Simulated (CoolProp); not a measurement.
The numbers come from the reference Helmholtz-energy equation of state, Lemmon 2004 in CoolProp. It is a short technical equation, of lower accuracy than the large ones.

### Question
Give the vapour pressure (kPa), enthalpy of vaporisation (kJ/kg), surface tension (mN/m), vapour viscosity (µPa s) of saturated n-dodecane at 257.55 °C.

### Answer
| T (°C) | p (kPa) | enthalpy of vaporisation (kJ/kg) | surface tension (mN/m) | vapour viscosity (µPa s) |
|---|---|---|---|---|
| 257.55 | 247 | 228 | 7.05 | 8.06 |

Viscosity comes from a separate model (Huber 2004). Surface tension comes from a separate correlation (Mulero 2012).
